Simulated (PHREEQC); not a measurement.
PHREEQC input (ion-association model, wateq4f.dat):

```
SOLUTION_MASTER_SPECIES
  An  An-  0  An  62.0  # stands for a non-complexing anion
SOLUTION_SPECIES
  An- = An-
    -log_k 0
    -gamma 3.0 0
PHASES
  Fix_H+
    H+ = H+
    -log_k 0
SOLUTION 1
  temp 25
  units mmol/kgw
  pH 7 charge
  Se(4) 0.62
  Na 6.24
  An 5
END
SELECTED_OUTPUT 1
  -reset false
  -pH true
  -pe true
  -ionic_strength true
  -water true
  -totals Na Se Se(-2) Se(4) Se(6)
  -molalities Hfo_wOH Hfo_wOH2+ Hfo_wO- Hfo_sOH Hfo_sOH2+ Hfo_sO- Hfo_wSeO3- Hfo_wOHSeO3-2
USER_PUNCH 1
  -headings sigma psi
  10 PUNCH EDL("sigma", "Hfo"), EDL("psi", "Hfo")
PRINT
  -reset false
USE solution 1
SURFACE 1
  Hfo_wOH 0.00107865 600 0.48
  Hfo_sOH 2.69663e-05
EQUILIBRIUM_PHASES 1
  Fix_H+ -4 HAn 10
    -force_equality true
END
# ... the last block is repeated for the other 16 points of pH, with NaOH or the acid as the point needs
```

Selected output (columns that matter, 17 of 17 rows; pH added in front):

```
pH	mu	Na	Se	m_Hfo_wOH	m_Hfo_wOH2+	m_Hfo_wO-	m_Hfo_sOH	m_Hfo_sOH2+	m_Hfo_sO-	m_Hfo_wSeO3-	m_Hfo_wOHSeO3-2	sigma	psi
4	0.0063871	0.0062399	0.00011409	9.6777e-06	0.00056305	3.8106e-09	4.5565e-07	2.651e-05	1.7941e-10	0.00050084	5.0679e-06	0.02633	0.090226
4.5	0.0063028	0.0062399	0.00010953	1.7087e-05	0.00055107	1.2138e-08	8.1098e-07	2.6154e-05	5.7606e-10	0.00050132	9.1512e-06	0.019298	0.075806
5	0.0062712	0.0062399	0.00011106	2.9468e-05	0.0005402	3.6826e-08	1.3948e-06	2.5569e-05	1.7431e-09	0.0004931	1.5836e-05	0.013726	0.060741
5.5	0.0062572	0.0062399	0.00011951	4.8981e-05	0.00052907	1.0388e-07	2.2845e-06	2.4677e-05	4.8451e-09	0.00047461	2.5868e-05	0.0091441	0.044752
6	0.0062494	0.0062399	0.00013596	7.812e-05	0.00051622	2.7083e-07	3.5428e-06	2.3411e-05	1.2282e-08	0.00044444	3.9596e-05	0.0052662	0.027799
6.5	0.0062451	0.00624	0.00016144	0.00011977	0.00049966	6.5764e-07	5.2083e-06	2.1729e-05	2.8599e-08	0.00040185	5.6706e-05	0.0018224	0.010036
7	0.0062455	0.00624	0.00019691	0.00017741	0.00047664	1.5127e-06	7.2975e-06	1.9606e-05	6.2223e-08	0.00034704	7.6044e-05	-0.0014925	-0.0082359
7.5	0.0062603	0.00624	0.00024388	0.000256	0.00044314	3.3878e-06	9.8263e-06	1.701e-05	1.3004e-07	0.00028067	9.5454e-05	-0.0050066	-0.02652
8	0.006315	0.00624	0.00030564	0.0003639	0.00039266	7.7259e-06	1.2839e-05	1.3854e-05	2.7259e-07	0.00020339	0.00011097	-0.0089843	-0.043955
8.5	0.0064371	0.00624	0.00038566	0.00050857	0.00031706	1.8688e-05	1.6243e-05	1.0126e-05	5.9686e-07	0.00012052	0.00011381	-0.013485	-0.059439
9	0.0065948	0.00624	0.00047596	0.00066693	0.00022172	4.5958e-05	1.9243e-05	6.3972e-06	1.326e-06	5.1983e-05	9.2057e-05	-0.018516	-0.072864
9.5	0.006718	0.00624	0.00055508	0.00077568	0.00013858	9.9465e-05	2.0634e-05	3.6864e-06	2.6459e-06	1.5115e-05	4.9809e-05	-0.024987	-0.086487
10	0.006942	0.0064084	0.00060226	0.00080592	9.0401e-05	0.00016459	2.0485e-05	2.2978e-06	4.1836e-06	2.8392e-06	1.4901e-05	-0.036426	-0.10411
10.5	0.0072723	0.0067451	0.0006167	0.00078832	6.3763e-05	0.00022327	1.9768e-05	1.599e-06	5.5989e-06	3.9796e-07	2.8966e-06	-0.056857	-0.12528
11	0.0080898	0.0076051	0.00061939	0.00073646	4.1392e-05	0.00030018	1.8422e-05	1.0354e-06	7.5087e-06	5.309e-08	5.5608e-07	-0.089266	-0.14551
11.5	0.010594	0.010184	0.00061986	0.00062784	2.1018e-05	0.00042965	1.5698e-05	5.2551e-07	1.0743e-05	7.2666e-09	1.2778e-07	-0.14042	-0.16178
12	0.018683	0.018393	0.00061995	0.00042214	6.2788e-06	0.00065018	1.0554e-05	1.5698e-07	1.6255e-05	9.8101e-10	3.8814e-08	-0.22116	-0.17051
```

The database's selenite sorption wasn't checked against measurements; a fall in acid may be a fault of its surface constants.
